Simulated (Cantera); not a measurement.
An isothermal, constant-pressure homogeneous reactor starts with 10.2 % H2, 9.26 % O2, 80.6 % N2, at 1150 K and 0.133 bar.

Detailed kinetics in Cantera: the H2/O2 subset of GRI-Mech 3.0, which has no nitrogen chemistry. The temperature is held fixed by assumption; the heat of reaction is taken as removed at once.

One state of this run: x H2 = 7.51e-9; x O2 = 0.0439; x H2O2 = 1.55e-10; x O = 6.09e-9; x OH = 1.93e-6; x HO2 = 1.40e-9; x H2O = 0.107. x: mole fraction; the columns are a selection and need not sum to one.

**Question.** Which value of t (s) does it belong to?
(A) 0.00691
(B) 0.00285
(C) 20.0
(D) 3.40

**Answer.** C, 20.0
